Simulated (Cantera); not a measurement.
A freely propagating, adiabatic, planar premixed flame of 23.4 % H2, 16.1 % O2, 60.5 % N2, equivalence ratio 0.73, unburnt at 350 K and 0.610 bar; multicomponent transport, grid criteria slope 0.08 and curve 0.16, no radiation.

Detailed kinetics in Cantera: the H2/O2 subset of GRI-Mech 3.0, which has no nitrogen chemistry. Burning velocities carry a grid error of a few per cent, more on coarse grids.

x: mole fraction of selected species; z is measured from the peak of heat release.

```
z (mm)  T (K)  u (m/s)     x H2    x O2    x H2O      x H       x O   x H2O2
------  -----  -------  -------  ------  -------  -------  --------  -------
-1.97     350     1.88    0.234   0.161    <1e-8    <1e-8     <1e-8    <1e-8
-1.31     350     1.88    0.234   0.161    <1e-8    <1e-8     <1e-8    <1e-8
-0.985    350     1.88    0.234   0.161  8.26e-8    <1e-8     <1e-8    <1e-8
-0.657    350     1.88    0.233   0.161  3.46e-6    <1e-8     <1e-8  3.66e-8
-0.328    377     1.99    0.219   0.163        ?        ?         ?        ?
-0.164    649     3.32    0.176   0.158   0.0261  0.00201  0.000146  6.54e-5
0        1063     5.29    0.104   0.128   0.0957   0.0141   0.00271  9.60e-6
0.164    1356     6.68   0.0447  0.0850    0.172   0.0249   0.00811  4.03e-6
0.328    1516     7.45   0.0236  0.0648    0.205   0.0244    0.0103  2.41e-6
0.657    1675     8.17        ?  0.0569    0.221        ?         ?        ?
1.31     1819     8.81   0.0131  0.0535    0.232  0.00953   0.00672  5.72e-7
2.63     1935     9.30  0.00859  0.0513    0.243  0.00433   0.00411  3.25e-7
5.25     2014     9.62  0.00462  0.0501    0.251  0.00154   0.00211  2.02e-7
```

### Question
Some entries are withheld; supply them.

### Answer

- -0.328, x H2O: 0.00118
- -0.328, x H: 3.45e-6
- -0.328, x O: 1.59e-6
- -0.328, x H2O2: 1.67e-5
- 0.657, x H2: 0.0169
- 0.657, x H: 0.0171
- 0.657, x O: 0.00933
- 0.657, x H2O2: 1.16e-6
